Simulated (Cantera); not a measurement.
A perfectly stirred reactor is fed with C2H4 : O2 : N2 : H2O = 1 : 3 : 11.3 : 1.3 (molar parts), at 1.00 bar; it is adiabatic with a 800 K inlet, and is followed from long to short residence time, starting on the burning branch (τ in s: 0.08, 0.031, 0.012, 0.0046, 0.0018, 0.00068, 0.00026, 0.0001, 3.9e-05, 1.5e-05).

Cantera simulation using GRI-Mech 3.0 (53 species, 325 reactions); the numbers are that mechanism's predictions, not measurements. GRI-Mech 3.0 was tuned for natural gas; its chemistry of ethylene as a main component is partial and can be far from experiment.

Question: What does this change do: inlet temperature 800 to 650 K?

Answer: 
```
quantity                                                                      before                               after
------------------------------------------------  ----------------------------------  ----------------------------------
blow-out, bracketed by the residence times tried  burning at 39.0 µs, out at 15.0 µs  burning at 39.0 µs, out at 15.0 µs
x(C2H4) at τ = 80.0 ms                                                       5.46e-7                             7.77e-7
x(O2) at τ = 80.0 ms                                                          0.0129                              0.0111
x(H2O) at τ = 80.0 ms                                                          0.180                               0.184
x(HCN) at τ = 80.0 ms                                                        2.03e-7                             2.57e-7
x(HO2) at τ = 80.0 ms                                                        2.19e-6                             1.68e-6
x(C2H4) at τ = 0.680 ms                                                      3.52e-5                             4.30e-5
x(O2) at τ = 0.680 ms                                                         0.0237                              0.0229
x(H2O) at τ = 0.680 ms                                                         0.166                               0.168
x(HCN) at τ = 0.680 ms                                                       9.34e-7                             9.08e-7
x(HO2) at τ = 0.680 ms                                                       4.45e-6                             4.92e-6
```

Question: What does this change do: O2 3 to 4.4 parts?

Answer: 
| quantity | before | after |
|---|---|---|
| blow-out, bracketed by the residence times tried | burning at 39.0 µs, out at 15.0 µs | burning at 15.0 µs, the shortest tried |
| x(C2H4) at τ = 80.0 ms | 5.46e-7 | 4.33e-7 |
| x(O2) at τ = 80.0 ms | 0.0129 | 0.0747 |
| x(H2O) at τ = 80.0 ms | 0.180 | 0.171 |
| x(HCN) at τ = 80.0 ms | 2.03e-7 | 5.65e-8 |
| x(HO2) at τ = 80.0 ms | 2.19e-6 | 7.46e-6 |
| x(C2H4) at τ = 0.680 ms | 3.52e-5 | 3.04e-5 |
| x(O2) at τ = 0.680 ms | 0.0237 | 0.0827 |
| x(H2O) at τ = 0.680 ms | 0.166 | 0.162 |
| x(HCN) at τ = 0.680 ms | 9.34e-7 | 1.74e-7 |
| x(HO2) at τ = 0.680 ms | 4.45e-6 | 8.31e-6 |
